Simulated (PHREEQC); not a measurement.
Dissolve 0.13 mol/kgw ZnBr2 and 0.023 mol/kgw Na2SO4 at 58 °C. Closed to the air; pH follows from the charge balance.

All values are PHREEQC results (ion-association model, phreeqc.dat), not measurements.

Precipitation was switched off in this run.

Question: Order these S species by the share of S that they hold, largest first: SO4-2, ZnSO4, NaSO4-, Zn(SO4)2-2.

Answer: ZnSO4 (53 %), SO4-2 (39 %), Zn(SO4)2-2 (5.3 %), NaSO4- (2.3 %)

The pH is 4.86 and the ionic strength 0.403 mol/kgw. Constants without temperature data keep their 25 °C values here.
